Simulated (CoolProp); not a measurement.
Acetone along the isotherm 515.2 K: density (kg/m³) from the reference equation and from simpler models built on Tc = 508.1 K, pc = 4692 kPa, ω = 0.307; each cubic takes its own stable root.

Values from CoolProp's reference Helmholtz-energy equation of state, Lemmon 2006. It is a short technical equation, of lower accuracy than the large ones.

| p (kPa) | phase | reference |
|---|---|---|
| 5870 | supercritical | 398.9 |
| 11700 | supercritical | 503.9 |
| 17600 | supercritical | 542.1 |
| 23500 | supercritical | 567.7 |
| 29300 | supercritical | 587.0 |
| 35200 | supercritical | 603.1 |
| 41100 | supercritical | 616.9 |
| 46900 | supercritical | 628.8 |

How far does each simpler model (van der Waals, Redlich-Kwong) lie from the reference over these 8 states: mean and median of the absolute difference, and the worst?


- van der Waals: mean 37.8 %, median 37.7 %, worst -38.4 % at 515.2 K and 5870 kPa
- Redlich-Kwong: mean 21.6 %, median 20.3 %, worst -29.3 % at 515.2 K and 5870 kPa
